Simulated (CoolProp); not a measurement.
Vapour-liquid equilibrium of propane (1) + isopentane (2) at 256.3 K; x and y are mole fractions of (1).

Values from CoolProp's multi-fluid Helmholtz-energy mixture model, Lemmon 2009 and Lemmon 2006; pair parameters Kunz 2012.

Question: Give the bubble pressure and the first vapour's composition at x = 0.05, 0.8, 0.875. Is there an azeotrope?

Answer: x = 0.05: 33.06 kPa, y = 0.542; x = 0.8: 222.4 kPa, y = 0.980; x = 0.875: 240.9 kPa, y = 0.988. No azeotrope shows between x = 0.05 and 0.95.

The pair parameters rest on a limited set of measurements; away from them the model extrapolates.
